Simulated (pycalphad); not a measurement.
Source of the numbers: pycalphad with the COST 507 light-alloy database (1999); pressure 1 atm. No gas phase is included, though pure Mg would boil below 1650 K. These are 1990s assessments: newer ones move some temperatures and phases. Diffusion is slow at the low end, where real alloys seldom reach equilibrium.

Molar enthalpy of Mg-7.87Si-0.29Al (at.%) in equilibrium (SER reference):

```
T (K)  H (kJ/mol)          phases
-----  ----------  --------------
1650        49.32          liquid
1575        46.79          liquid
1500        44.25          liquid
1425        41.72          liquid
1350        39.19          liquid
1275        36.66          liquid
1200        34.13          liquid
1150        32.44          liquid
1125        31.60          liquid
1050        26.00  liquid + MG2SI
975         21.82  liquid + MG2SI
900         11.37     hcp + MG2SI
875         10.61     hcp + MG2SI
825          9.11     hcp + MG2SI
750          6.92     hcp + MG2SI
675          4.78     hcp + MG2SI
600          2.70     hcp + MG2SI
525          0.68     hcp + MG2SI
450         -1.30     hcp + MG2SI
375         -3.22     hcp + MG2SI
```

Cooling from 1125 K to 900 K, across the freezing range, releases 20.2 kJ/mol, or 822 J/g. The slope is 34 J/(mol K) in the liquid and 30 J/(mol K) just below the solidus, where it includes any heat of precipitation. Liquidus 1124 K, solidus 905 K. Changes were sought between steps of 25 K, so a narrower field can be missed.

Database names, with the compositions (at.%) that they take in these runs: MG2SI: Mg 67 Si 33.
